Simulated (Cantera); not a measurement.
Feed: 1 mol Si, a varied amount of HBr, 1.5 mol H2, at 6800 Pa.

Equilibrium computed with Cantera from the NASA thermochemical tables; the gas is ideal and each condensed phase is pure. Candidate condensed phases: Br2, Si; 19 gas species. The tables' values for SiBr3 are old estimates. Equilibrium is a limit: real reactors are often held back by kinetics, nucleation or transport.

Stable condensed phases, one row left out:

```
T in K \ n(HBr) in mol
         1.2 1.9 2.6 3.3 4.1 4.8 5.5 6.2 6.9
   1698    A   A   A   B   B   B   B   B   B
   1598    A   A   A   B   B   B   B   B   B
   1398    A   A   A   A   B   B   B   B   B
   1298    A   A   A   A   B   B   B   B   B
   1198    A   A   A   A   A   B   B   B   B
   1098    A   A   A   A   A   B   B   B   B
    998    A   A   A   A   A   B   B   B   B
    898    A   A   A   A   B   B   B   B   B
    798    A   A   A   A   B   B   B   B   B
    698    A   A   A   A   B   B   B   B   B
    598    A   A   A   A   B   B   B   B   B
```

A: Si; B: gas only.

**Question.** Give the row for 1498 K.

**Answer.** 1.2: Si; 1.9: Si; 2.6: Si; 3.3: gas only; 4.1: gas only; 4.8: gas only; 5.5: gas only; 6.2: gas only; 6.9: gas only.
